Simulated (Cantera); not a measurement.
# Premixed flame

A freely propagating, adiabatic, planar premixed flame of 24.5 % H₂, 15.9 % O₂, 59.7 % N₂, equivalence ratio 0.77, unburnt at 475 K and 1200 Torr; mixture-averaged transport, grid criteria slope 0.08 and curve 0.16, no radiation.

Computed with Cantera and the H2/O2 subset of GRI-Mech 3.0, which has no nitrogen chemistry. Burning velocities carry a grid error of a few per cent, more on coarse grids.

| z (mm) | T (K) | u (m/s) | x H₂ | x O₂ | x H | x OH | x HO₂ | x H₂O |
|---|---|---|---|---|---|---|---|---|
| -0.662 | 475 | 3.53 | 0.245 | 0.159 | <1e-8 | <1e-8 | <1e-8 | <1e-8 |
| -0.441 | 475 | 3.53 | 0.245 | 0.159 | <1e-8 | <1e-8 | <1e-8 | 2.51e-8 |
| -0.331 | 475 | 3.53 | 0.244 | 0.159 | <1e-8 | <1e-8 | 3.11e-8 | 2.86e-7 |
| -0.221 | 475 | 3.53 | 0.243 | 0.159 | <1e-8 | <1e-8 | 8.59e-7 | 6.20e-6 |
| -0.110 | 505 | 3.68 | 0.229 | 0.161 | 1.55e-5 | 2.07e-5 | 0.000229 | 0.00138 |
| -0.0552 | 756 | 5.33 | 0.187 | 0.156 | 0.00206 | 0.000839 | 0.000402 | 0.0253 |
| 0 | 1185 | 8.12 | 0.112 | 0.125 | 0.0140 | 0.00269 | 0.000176 | 0.0985 |
| 0.0552 | 1502 | 10.2 | 0.0498 | 0.0794 | 0.0244 | 0.00779 | 8.98e-5 | 0.178 |
| 0.110 | 1673 | 11.3 | 0.0275 | 0.0587 | 0.0235 | 0.0116 | 5.56e-5 | 0.212 |
| 0.221 | 1843 | 12.3 | 0.0194 | 0.0501 | 0.0160 | 0.0141 | 3.51e-5 | 0.229 |
| 0.441 | 1993 | 13.2 | 0.0146 | 0.0465 | 0.00859 | 0.0142 | 2.13e-5 | 0.242 |
| 0.883 | 2110 | 13.9 | 0.00926 | 0.0441 | 0.00374 | 0.0125 | 1.19e-5 | 0.254 |
| 1.77 | 2188 | 14.3 | 0.00491 | 0.0430 | 0.00131 | 0.00971 | 6.57e-6 | 0.263 |
x: mole fraction of selected species; z is measured from the peak of heat release.

The laminar burning velocity comes out as 353 cm/s. The thermal thickness is 0.221 mm and the peak x(H) comes out as 0.0250. The peak x(OH) comes out as 0.0144 and the peak x(HO₂) is 0.000517. The grid points is 108.
